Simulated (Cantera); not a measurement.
Feed: 1 mol SiH₂Cl₂, 0.25 mol HCl, 29 mol H₂, held at 1248.15 K and 1.70 bar.

Method: chemical equilibrium by Gibbs-energy minimisation in Cantera with the NASA 1993 tables (ideal gas, pure condensed phases). Candidate condensed phases: Si; 19 gas species. The tables' values for SiCl₃ are old estimates; treat these amounts as uncertain. Equilibrium is a limit: real reactors are often held back by kinetics, nucleation or transport.

Base state: H₂ 0.959, HCl 0.0260, SiHCl₃ 0.00624, SiCl₄ 0.00479, SiCl₂ 0.00177, SiH₂Cl₂ 0.00110, SiCl₃ 0.00108, SiH₃Cl 5.41e-5 (mole fractions); condensed: Si(s).

Problem. What changes in the equilibrium state with this change: 0.58 mol HF added?

Solution. 
| species | before | after |
|---|---|---|
| H₂ | 0.959 | 0.954 |
| HCl | 0.0260 | 0.0258 |
| SiHCl₃ | 0.00624 | 0.00613 |
| SiF₄ | 0 | 0.00299 |
| SiHF₃ | 0 | 0.00170 |
| SiH₂F₂ | 0 | 0.000466 |
| SiF₃ | 0 | 0.000135 |
| HF | 0 | 9.33e-5 |
| SiH₃F | 0 | 3.32e-5 |
| SiCl₄ | 0.00479 | 0.00470 |
| Si(s), mol | 0.536 | 0.370 |
The tables' values for SiCl₃, SiF₃ are old estimates; treat these amounts as uncertain.
